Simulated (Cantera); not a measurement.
# Moist CO burnout

A perfectly stirred reactor is fed with CO : O2 : H2O : N2 = 0.0019 : 0.023 : 0.00081 : 1 (molar parts), at 0.138 atm; it is held at 950 K, and followed from long to short residence time.

Model: GRI-Mech 3.0 (53 species, 325 reactions), integrated in Cantera.

```tsv
τ (s)	x CO	x O2	x H2O	x O	x H	x NO
5.8	0.000448	0.0217	0.000788	9.06e-6	3.27e-7	2.00e-9
1.5	0.000891	0.0219	0.000787	1.76e-5	8.38e-7	8.93e-10
0.38	0.00142	0.0222	0.000786	2.56e-5	1.37e-6	3.05e-10
0.097	0.00176	0.0224	0.000787	1.96e-5	8.87e-7	3.16e-11
0.025	0.00185	0.0224	0.000790	6.09e-11	<1e-12	<1e-12
0.0063	0.00185	0.0224	0.000790	1.20e-11	<1e-12	<1e-12
0.0016	0.00185	0.0224	0.000790	2.96e-12	<1e-12	<1e-12
0.00042	0.00185	0.0224	0.000790	<1e-12	<1e-12	<1e-12
0.00011	0.00185	0.0224	0.000790	<1e-12	<1e-12	<1e-12
```
x: mole fraction; the columns are a selection and need not sum to one.
